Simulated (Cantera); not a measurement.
Input (Python, Cantera) and output of one run.

```python
import numpy as np
import cantera as ct

gas_names = """
    Ca CaF CaF2 CaO CaOH CaO2H2 Ca2 F FO FO2 F2 F2O H HF HOF HO2 H2 H2F2 H2O H2O2 H3F3 H4F4 H5F5 H6F6
    H7F7 O OH O2 O3
""".split()
cond_names = """
    Ca(a) Ca(b) Ca(L) CaF2(a) CaF2(b) CaF2(L) CaO(s) CaO(L) CaO2H2(s) H2O(s) H2O(L)
""".split()


# ... load() reads the species with a 1 bar reference pressure and builds the phases ...
atoms = {
    'CaF2': {'Ca': 1, 'F': 2},
    'H2O': {'H': 2, 'O': 1},
    'H2': {'H': 2},
}
top_T = {}  # K; cautious upper limits of use, not melting points


# ... equilibrate(T, P, feed) seeds the gas with the atoms and calls Mixture.equilibrate('TP', solver="vcs", rtol=1e-11, max_steps=5000) ...
results = []
P = 13332.2  # Pa
for T in [700, 850, 1000, 1150, 1300, 1450, 1600, 1750, 1900, 2050, 2200]:
    for m in [0.094, 0.14, 0.22, 0.34, 0.52, 0.8, 1.2, 1.9, 2.9, 4.4]:
        feed = {'CaF2': 1, 'H2O': m, 'H2': 160}  # mol
        mix = equilibrate(T, P, feed)
        results.append((T, P, feed, dict(zip(mix.species_names, mix.species_moles))))

for T, P, feed, n in results:
    print(f"{T:7g} {feed['H2O']:10.4g}  " + (" + ".join(c for c in cond_names if n.get(c, 0) > 1e-12) or "gas only"))
```

Output:

```
    700      0.094  CaF2(a) + CaO(s)
    700       0.14  CaF2(a) + CaO(s)
    700       0.22  CaF2(a) + CaO(s)
    700       0.34  CaF2(a) + CaO(s)
    700       0.52  CaF2(a) + CaO(s)
    700        0.8  CaF2(a) + CaO(s)
    700        1.2  CaF2(a) + CaO(s)
    700        1.9  CaF2(a) + CaO(s)
    700        2.9  CaF2(a) + CaO(s)
    700        4.4  CaF2(a) + CaO(s)
    850      0.094  CaF2(a) + CaO(s)
    850       0.14  CaF2(a) + CaO(s)
    850       0.22  CaF2(a) + CaO(s)
    850       0.34  CaF2(a) + CaO(s)
    850       0.52  CaF2(a) + CaO(s)
    850        0.8  CaF2(a) + CaO(s)
    850        1.2  CaF2(a) + CaO(s)
    850        1.9  CaF2(a) + CaO(s)
    850        2.9  CaF2(a) + CaO(s)
    850        4.4  CaF2(a) + CaO(s)
   1000      0.094  CaF2(a) + CaO(s)
   1000       0.14  CaF2(a) + CaO(s)
   1000       0.22  CaF2(a) + CaO(s)
   1000       0.34  CaF2(a) + CaO(s)
   1000       0.52  CaF2(a) + CaO(s)
   1000        0.8  CaF2(a) + CaO(s)
   1000        1.2  CaF2(a) + CaO(s)
   1000        1.9  CaF2(a) + CaO(s)
   1000        2.9  CaF2(a) + CaO(s)
   1000        4.4  CaF2(a) + CaO(s)
   1150      0.094  CaF2(a) + CaO(s)
   1150       0.14  CaF2(a) + CaO(s)
   1150       0.22  CaF2(a) + CaO(s)
   1150       0.34  CaF2(a) + CaO(s)
   1150       0.52  CaF2(a) + CaO(s)
   1150        0.8  CaF2(a) + CaO(s)
   1150        1.2  CaF2(a) + CaO(s)
   1150        1.9  CaF2(a) + CaO(s)
   1150        2.9  CaF2(a) + CaO(s)
   1150        4.4  CaF2(a) + CaO(s)
   1300      0.094  CaF2(a) + CaO(s)
   1300       0.14  CaF2(a) + CaO(s)
   1300       0.22  CaF2(a) + CaO(s)
   1300       0.34  CaF2(a) + CaO(s)
   1300       0.52  CaF2(a) + CaO(s)
   1300        0.8  CaF2(a) + CaO(s)
   1300        1.2  CaF2(a) + CaO(s)
   1300        1.9  CaF2(a) + CaO(s)
   1300        2.9  CaF2(a) + CaO(s)
   1300        4.4  CaF2(a) + CaO(s)
   1450      0.094  CaF2(b) + CaO(s)
   1450       0.14  CaF2(b) + CaO(s)
   1450       0.22  CaF2(b) + CaO(s)
   1450       0.34  CaF2(b) + CaO(s)
   1450       0.52  CaF2(b) + CaO(s)
   1450        0.8  CaF2(b) + CaO(s)
   1450        1.2  CaF2(b) + CaO(s)
   1450        1.9  CaF2(b) + CaO(s)
   1450        2.9  CaF2(b) + CaO(s)
   1450        4.4  CaF2(b) + CaO(s)
   1600      0.094  CaF2(b) + CaO(s)
   1600       0.14  CaF2(b) + CaO(s)
   1600       0.22  CaF2(b) + CaO(s)
   1600       0.34  CaF2(b) + CaO(s)
   1600       0.52  CaF2(b) + CaO(s)
   1600        0.8  CaF2(b) + CaO(s)
   1600        1.2  CaF2(b) + CaO(s)
   1600        1.9  CaF2(b) + CaO(s)
   1600        2.9  CaF2(b) + CaO(s)
   1600        4.4  CaF2(b) + CaO(s)
   1750      0.094  CaF2(L) + CaO(s)
   1750       0.14  CaF2(L) + CaO(s)
   1750       0.22  CaF2(L) + CaO(s)
   1750       0.34  CaF2(L) + CaO(s)
   1750       0.52  CaF2(L) + CaO(s)
   1750        0.8  CaF2(L) + CaO(s)
   1750        1.2  CaF2(L) + CaO(s)
   1750        1.9  CaO(s)
   1750        2.9  CaO(s)
   1750        4.4  CaO(s)
   1900      0.094  CaO(s)
   1900       0.14  CaO(s)
   1900       0.22  CaO(s)
   1900       0.34  CaO(s)
   1900       0.52  CaO(s)
   1900        0.8  CaO(s)
   1900        1.2  CaO(s)
   1900        1.9  CaO(s)
   1900        2.9  CaO(s)
   1900        4.4  CaO(s)
   2050      0.094  gas only
   2050       0.14  gas only
   2050       0.22  CaO(s)
   2050       0.34  CaO(s)
   2050       0.52  CaO(s)
   2050        0.8  CaO(s)
   2050        1.2  CaO(s)
   2050        1.9  CaO(s)
   2050        2.9  CaO(s)
   2050        4.4  CaO(s)
   2200      0.094  gas only
   2200       0.14  gas only
   2200       0.22  gas only
   2200       0.34  gas only
   2200       0.52  gas only
   2200        0.8  gas only
   2200        1.2  CaO(s)
   2200        1.9  CaO(s)
   2200        2.9  CaO(s)
   2200        4.4  CaO(s)
```

Equilibrium computed with Cantera from the NASA thermochemical tables; the gas is ideal and each condensed phase is pure. Mutual solubility and eutectic melting of coexisting phases are not modelled.
